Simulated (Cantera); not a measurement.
What does this Cantera script print?

```python
import numpy as np
import cantera as ct

gas = ct.Solution("gri30.yaml")


def delay(T, t_max=10):
    gas.TPX = T, 500000, {'C3H8': 1, 'O2': 7.69, 'N2': 30, 'CO2': 2.6}
    reactor = ct.IdealGasReactor(gas, clone=False)
    net = ct.ReactorNet([reactor])
    net.rtol, net.atol = 1e-8, 1e-16
    while net.time < t_max:
        t_old, T_old = net.time, reactor.T
        net.step()
        if reactor.T > T + 400:  # ignition: a rise of 400 K
            return t_old + (T + 400 - T_old) / (reactor.T - T_old) * (net.time - t_old)
    return np.nan


taus = []
for T in [1000, 1100, 1200, 1300, 1400, 1500, 1600, 1700, 1800]:
    taus.append(delay(T))
    print(f"T0 = {T:6g} K   tau = {taus[-1]:.4e} s")
```

Output:

```
T0 =   1000 K   tau = 1.4058e-01 s
T0 =   1100 K   tau = 1.8683e-02 s
T0 =   1200 K   tau = 2.6074e-03 s
T0 =   1300 K   tau = 4.3362e-04 s
T0 =   1400 K   tau = 9.6115e-05 s
T0 =   1500 K   tau = 2.9039e-05 s
T0 =   1600 K   tau = 1.1550e-05 s
T0 =   1700 K   tau = 5.7302e-06 s
T0 =   1800 K   tau = 3.3592e-06 s
```

Computed with Cantera and GRI-Mech 3.0 (53 species, 325 reactions). GRI-Mech 3.0 was tuned for natural gas; its chemistry of propane as a main component is partial and can be far from experiment.
